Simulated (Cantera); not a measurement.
Low-pressure radical oxidation in H2/O2

An isothermal, constant-pressure homogeneous reactor starts with H2 : O2 = 0.018 : 1 (molar parts), at 1100 K and 0.00320 bar.

Model: the H2/O2 subset of GRI-Mech 3.0, which has no nitrogen chemistry, integrated in Cantera. Radical loss at walls, strong at low pressure, is not modelled.

| t (s) | x H2 | x O2 | x O | x OH | x HO2 |
|---|---|---|---|---|---|
| 2.00e-6 | 0.0177 | 0.982 | <1e-12 | <1e-12 | <1e-12 |
| 1.04e-5 | 0.0177 | 0.982 | <1e-12 | <1e-12 | 5.06e-12 |
| 5.45e-5 | 0.0177 | 0.982 | 2.32e-12 | 2.29e-12 | 2.64e-11 |
| 0.000284 | 0.0177 | 0.982 | 5.00e-11 | 4.69e-11 | 1.38e-10 |
| 0.00148 | 0.0177 | 0.982 | 7.87e-10 | 5.96e-10 | 7.21e-10 |
| 0.00775 | 0.0177 | 0.982 | 5.09e-8 | 3.09e-8 | 3.84e-9 |
| 0.0404 | 0.00135 | 0.969 | 0.0112 | 0.00187 | 7.61e-7 |
| 0.211 | 0.000113 | 0.969 | 0.0121 | 0.000901 | 5.19e-7 |
| 1.10 | 5.75e-5 | 0.976 | 0.00598 | 0.000645 | 4.02e-7 |
| 5.75 | 8.15e-6 | 0.981 | 0.000834 | 0.000244 | 1.57e-7 |
| 30.0 | 4.74e-7 | 0.982 | 4.87e-5 | 5.92e-5 | 2.46e-8 |
x: mole fraction; the columns are a selection and need not sum to one.

Equilibrium at this temperature and pressure: H2 4.22e-10, O2 0.982, O 4.40e-8, OH 1.78e-6, HO2 1.27e-9 (gas phase only).
